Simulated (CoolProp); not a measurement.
A simple Rankine cycle with dimethyl carbonate: condensing at 311.15 K, boiler at 0.0682 MPa, turbine inlet 356.3 K, turbine efficiency 0.6, pump efficiency 0.6, no recuperator. Each further row changes one setting.

Values from CoolProp's reference Helmholtz-energy equation of state, Zhou 2011.

| case | thermal efficiency (%) | net work (kJ/kg) | heat in (kJ/kg) | turbine exit temperature (K) | volume ratio over the turbine |
|---|---|---|---|---|---|
| as stated | 6.3 | 29.5 | 466 | 332.2 | 4.72 |
| turbine inlet 376.3 K | 6.3 | 31.3 | 494 | 351.9 | 4.72 |
| condensing temperature 303.15 K | 7.5 | 36.0 | 481 | 326.9 | 6.81 |
| boiler pressure 0.0477 MPa | 5.0 | 23.3 | 467 | 337.6 | 3.33 |
| turbine efficiency 0.5 | 5.3 | 24.5 | 466 | 336.1 | 4.77 |
